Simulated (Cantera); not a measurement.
A perfectly stirred reactor is fed with H₂ : O₂ = 0.0096 : 1 (molar parts), equivalence ratio 0.0048, at 0.00370 bar; it is held at 1048 K, and followed from long to short residence time.

Model: GRI-Mech 3.0 (53 species, 325 reactions), integrated in Cantera. Radical loss at walls, strong at low pressure, is not modelled.

Task: What does this change do: O2 1 to 0.1 parts?

Result: 
```csv
quantity,before,after
x(H₂) at τ = 1.50 s,0.000122,0.000779
x(O₂) at τ = 1.50 s,0.987,0.900
x(O) at τ = 1.50 s,0.00359,0.00707
x(OH) at τ = 1.50 s,0.000369,0.00141
x(H) at τ = 1.50 s,0.000232,0.00191
x(H₂) at τ = 80.0 ms,0.000981,0.00406
x(O₂) at τ = 80.0 ms,0.984,0.875
x(O) at τ = 80.0 ms,0.00575,0.0258
x(OH) at τ = 80.0 ms,0.000842,0.00317
x(H) at τ = 80.0 ms,0.000876,0.0163
```
The temperature is held fixed by assumption; the heat of reaction is taken as removed at once.

Task: What does this change do: temperature 1048 to 1225 K?

Result: 
| quantity | before | after |
|---|---|---|
| x(H₂) at τ = 1.50 s | 0.000122 | 6.04e-5 |
| x(O₂) at τ = 1.50 s | 0.987 | 0.984 |
| x(O) at τ = 1.50 s | 0.00359 | 0.00563 |
| x(OH) at τ = 1.50 s | 0.000369 | 0.000710 |
| x(H) at τ = 1.50 s | 0.000232 | 0.000225 |
| x(H₂) at τ = 80.0 ms | 0.000981 | 0.000474 |
| x(O₂) at τ = 80.0 ms | 0.984 | 0.982 |
| x(O) at τ = 80.0 ms | 0.00575 | 0.00739 |
| x(OH) at τ = 80.0 ms | 0.000842 | 0.00113 |
| x(H) at τ = 80.0 ms | 0.000876 | 0.000485 |
